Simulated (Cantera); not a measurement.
Cantera run:

```python
import numpy as np
import cantera as ct

gas_names = """
    B BH BH2 BH3 BO BO2 B2 B2O B2O2 B2O3 B3O3H3 H HBO HBO2 HO2 H2 H2O H2O2 H3B3O6 O OH O2 O3
""".split()
cond_names = """
    B(b) B(L) B2O3(L) B3O3H3(cr) H2O(s) H2O(L)
""".split()


def load(file, names, dense=False):
    # The tables refer to 1 bar. Condensed volumes are neglected.
    table = {s.name: s for s in ct.Species.list_from_file(file)}
    out = []
    for n in names:
        d = dict(table[n].input_data)
        d["thermo"] = dict(d["thermo"], **{"reference-pressure": 1e5})
        if dense:
            d["equation-of-state"] = {"model": "constant-volume", "density": "1e6 g/cm^3"}
        out.append(ct.Species.from_dict(d))
    return out


gas = ct.Solution(thermo="ideal-gas", species=load("nasa_gas.yaml", gas_names))
cond = {s.name: ct.Solution(thermo="fixed-stoichiometry", species=[s], name=s.name)
        for s in load("nasa_condensed.yaml", cond_names, dense=True)}
atoms = {
    'B2O3': {'B': 2, 'O': 3},
    'H2O': {'H': 2, 'O': 1},
    'H2': {'H': 2},
}
top_T = {}  # K; cautious upper limits of use, not melting points


def equilibrate(T, P, feed):
    n = {}
    for name, mol in feed.items():
        for a, k in atoms[name].items():
            n[a] = n.get(a, 0.0) + k * mol
    gas.TPX = T, P, n
    mass = sum(n.values()) * gas.mean_molecular_weight
    gas.equilibrate("TP")
    valid = [c for c in cond.values() if c.min_temp <= T <= top_T.get(c.name, c.max_temp)]
    mix = ct.Mixture([(gas, mass / gas.mean_molecular_weight)] + [(c, 0.0) for c in valid])
    mix.T, mix.P = T, P
    mix.equilibrate("TP", solver="vcs", rtol=1e-11, max_steps=5000)
    return mix


results = []
feed = {'B2O3': 1, 'H2O': 15, 'H2': 2.7}  # mol
P = 1333.22  # Pa
for T in [1175, 1275, 1375, 1475, 1575, 1675, 1775, 1875, 1975, 2075, 2175, 2275, 2375]:
    mix = equilibrate(T, P, feed)
    results.append((T, P, feed, dict(zip(mix.species_names, mix.species_moles))))

top = {s: max(r[3][s] / sum(r[3][g] for g in gas_names) for r in results) for s in gas_names}
cols = sorted((s for s in top if top[s] > 1e-05), key=lambda s: -top[s])[:5]
seen = [c for c in cond_names if any(r[3].get(c, 0) > 1e-12 for r in results)]
print("log10 of partial pressures in bar; condensed amounts in mol")
print(f"{'T/K':>10s}" + "".join(f"{s[:9]:>10s}" for s in cols + seen))
for T, P, feed, n in results:
    ng = sum(n[g] for g in gas_names)
    print(f"{T:10.4g}" + "".join(f"{np.log10(max(n[s] / ng * P / 1e5, 1e-99)):10.3f}" for s in cols)
          + "".join(f"{n.get(c, 0):10.4g}" for c in seen))
```

Output:

```
log10 of partial pressures in bar; condensed amounts in mol
       T/K       H2O        H2      HBO2         H        OH   B2O3(L)
      1175    -1.950    -2.692    -4.213    -8.258    -9.672    0.9288
      1275    -1.956    -2.695    -3.623    -7.480    -8.675    0.8194
      1375    -1.974    -2.704    -3.130    -6.817    -7.832    0.4777
      1475    -2.000    -2.716    -2.852    -6.245    -7.111         0
      1575    -2.000    -2.716    -2.852    -5.739    -6.464         0
      1675    -2.000    -2.716    -2.853    -5.293    -5.893         0
      1775    -2.001    -2.717    -2.855    -4.897    -5.386         0
      1875    -2.001    -2.718    -2.858    -4.542    -4.934         0
      1975    -2.003    -2.720    -2.862    -4.224    -4.528         0
      2075    -2.007    -2.720    -2.868    -3.935    -4.164         0
      2175    -2.016    -2.716    -2.879    -3.669    -3.841         0
      2275    -2.035    -2.700    -2.897    -3.421    -3.564         0
      2375    -2.070    -2.670    -2.928    -3.185    -3.335         0
```

Method: chemical equilibrium by Gibbs-energy minimisation in Cantera with the NASA 1993 tables (ideal gas, pure condensed phases). Gases not in the tables: H3BO3.
